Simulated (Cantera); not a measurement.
**Oxide etching and cleaning by halides: CaO + Cl₂ + H₂**

A closed system holds: 1 mol CaO, 3.8 mol Cl₂, 23 mol H₂, equilibrated at 977 °C and 0.0240 bar.

Method: chemical equilibrium by Gibbs-energy minimisation in Cantera with the NASA 1993 tables (ideal gas, pure condensed phases). Candidate condensed phases: Ca, CaCl₂, CaO, Ca(OH)₂, H₂O; 21 gas species. Condensed phases not in the tables: oxide chlorides. Equilibrium is a limit: real reactors are often held back by kinetics, nucleation or transport.

```json
{
 "x(H₂)": "0.744",
 "x(HCl)": "0.217",
 "x(H₂O)": "0.0387",
 "x(CaCl₂)": "0.000877",
 "x(H)": "2.69e-6",
 "n(CaCl₂(l))": "0.977 mol",
 "gas_amount": "25.82 mol",
 "log10 activity of Ca(l) (absent)": "-14.10"
}
```
